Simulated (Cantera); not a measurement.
Input: 1 mol SiHCl₃, 0.22 mol HCl, 140 mol H₂, at 5000 Pa.

These are equilibrium values from Cantera (NASA tables, ideal gas, pure condensed phases), not measurements of a reactor. Candidate condensed phases: Si; 19 gas species. Gases not in the tables: Si₂H₆ and higher silanes. Rates play no part.

**Question.** What share of the Si ends up in condensed phases as a function of T (K), at 1200, 1300, 1400, 1500, 1600, 1700, 1800, 1900, 2000, 2100, 2200, 2300, 2400, 2500?

**Answer.** 
| T (K) | Si condensed (%) | as |
|---|---|---|
| 1200 | 80.8 | Si(s) |
| 1300 | 82.7 | Si(s) |
| 1400 | 82.1 | Si(s) |
| 1500 | 81.1 | Si(s) |
| 1600 | 80.0 | Si(s) |
| 1700 | 79.0 | Si(l) |
| 1800 | 80.0 | Si(l) |
| 1900 | 77.8 | Si(l) |
| 2000 | 67.7 | Si(l) |
| 2100 | 37.0 | Si(l) |
| 2200 | 0.0 | - |
| 2300 | 0.0 | - |
| 2400 | 0.0 | - |
| 2500 | 0.0 | - |
